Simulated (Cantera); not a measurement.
A perfectly stirred reactor is fed with CH4 : CO2 = 1 : 1.4 (molar parts), at 1.68 atm; it is held at 1475 K, and followed from long to short residence time.

Detailed kinetics in Cantera: GRI-Mech 3.0 (53 species, 325 reactions).

What does this change do: pressure from 1.68 atm to 0.878 atm?


| quantity | before | after |
|---|---|---|
| x(CH4) at τ = 0.340 s | 0.273 | 0.303 |
| x(CO2) at τ = 0.340 s | 0.459 | 0.494 |
| x(CH2CO) at τ = 0.340 s | 8.28e-6 | 5.28e-6 |
| x(H2O) at τ = 0.340 s | 0.0653 | 0.0432 |
| x(HO2) at τ = 0.340 s | <1e-12 | <1e-12 |
| x(CH4) at τ = 11.0 ms | 0.409 | 0.412 |
| x(CO2) at τ = 11.0 ms | 0.581 | 0.582 |
| x(CH2CO) at τ = 11.0 ms | 1.01e-8 | 3.58e-9 |
| x(H2O) at τ = 11.0 ms | 0.000268 | 0.000122 |
| x(HO2) at τ = 11.0 ms | <1e-12 | <1e-12 |

What does this change do: CO2 1.4 to 0.37 parts?


| quantity | before | after |
|---|---|---|
| x(CH4) at τ = 0.340 s | 0.273 | 0.457 |
| x(CO2) at τ = 0.340 s | 0.459 | 0.185 |
| x(CH2CO) at τ = 0.340 s | 8.28e-6 | 4.95e-6 |
| x(H2O) at τ = 0.340 s | 0.0653 | 0.0433 |
| x(HO2) at τ = 0.340 s | <1e-12 | <1e-12 |
| x(CH4) at τ = 11.0 ms | 0.409 | 0.714 |
| x(CO2) at τ = 11.0 ms | 0.581 | 0.268 |
| x(CH2CO) at τ = 11.0 ms | 1.01e-8 | 7.95e-9 |
| x(H2O) at τ = 11.0 ms | 0.000268 | 0.000170 |
| x(HO2) at τ = 11.0 ms | <1e-12 | <1e-12 |
GRI-Mech 3.0 stops at C3 and has no aromatics, soot or wall deposition, so with more carbon than oxygen in the feed, carbon stays in small species such as C2H2 where larger ones or solid carbon would form.

What does this change do: pressure from 1.68 atm to 9.87 atm?


```tsv
quantity	before	after
x(CH4) at τ = 0.340 s	0.273	0.203
x(CO2) at τ = 0.340 s	0.459	0.365
x(CH2CO) at τ = 0.340 s	8.28e-6	1.97e-5
x(H2O) at τ = 0.340 s	0.0653	0.130
x(HO2) at τ = 0.340 s	<1e-12	<1e-12
x(CH4) at τ = 11.0 ms	0.409	0.398
x(CO2) at τ = 11.0 ms	0.581	0.576
x(CH2CO) at τ = 11.0 ms	1.01e-8	8.60e-8
x(H2O) at τ = 11.0 ms	0.000268	0.00159
x(HO2) at τ = 11.0 ms	<1e-12	<1e-12
```
